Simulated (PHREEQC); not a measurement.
A column of 0.1 m (40 cells, dispersivity 0.008 m, 720 s a shift, diffusion coefficient 3e-10 m²/s) holds 0.048 eq of the database's cation exchanger X per kg of pore water, first in equilibrium with 0.42 mmol/kgw SrCl2, 19 mmol/kgw CaCl2 and 0.01 mmol/kgw HCl. It is flushed with 9 mmol/kgw MgCl2, 0.81 mmol/kgw LiCl and 0.01 mmol/kgw HCl, at 40 °C. Values are for the last cell. The system is closed to CO2. No solid was allowed to form.

The series has 33 steps of pore volumes, from 0 to 8.012.

Equilibrium calculation in PHREEQC: ion-association model, phreeqc.dat.

Question: After how many pore volumes does Mg at the outlet first reach half of its feed value?

Answer: By 3.3 pore volumes.

Question: After how many pore volumes does Li at the outlet first reach half of its feed value?

Answer: By 1.3 pore volumes.

Constants without temperature data keep their 25 °C values here.
